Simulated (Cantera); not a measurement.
**Equilibrium for carbon deposition, reforming and gasification: C6H6 + CO2 + N2 + NH3**

Feed: 1 mol C6H6, 0.07 mol CO2, 0.78 mol N2, 0.64 mol NH3, at 17.0 Pa.

These are equilibrium values from Cantera (NASA tables, ideal gas, pure condensed phases), not measurements of a reactor. Candidate condensed phases: C, C6H6, C7H8, C8H18, H2O; 136 gas species. The numbers say what is thermodynamically allowed, not how fast it happens.

```csv
T (K),x H2,x N2,x CO,x H,x HCN,x C2H2 (acetylene),n C(graphite)
948,0.762,0.212,0.0269,3.51e-8,8.65e-7,1.97e-10,5.93
1048,0.762,0.212,0.0269,5.17e-7,4.34e-6,3.00e-9,5.93
1148,0.762,0.212,0.0269,4.79e-6,1.64e-5,2.83e-8,5.93
1248,0.761,0.212,0.0269,3.13e-5,4.99e-5,1.85e-7,5.93
1348,0.761,0.211,0.0269,0.000155,0.000128,9.16e-7,5.93
1448,0.761,0.211,0.0269,0.000617,0.000290,3.62e-6,5.93
1548,0.759,0.211,0.0269,0.00206,0.000587,1.19e-5,5.93
1648,0.756,0.210,0.0268,0.00594,0.00109,3.38e-5,5.92
1748,0.747,0.209,0.0267,0.0151,0.00187,8.44e-5,5.92
```
x: gas mole fraction; n: condensed amount in mol.

From 948 K to 1748 K the condensed part is C(graphite). The main C-bearing gas is CO throughout.
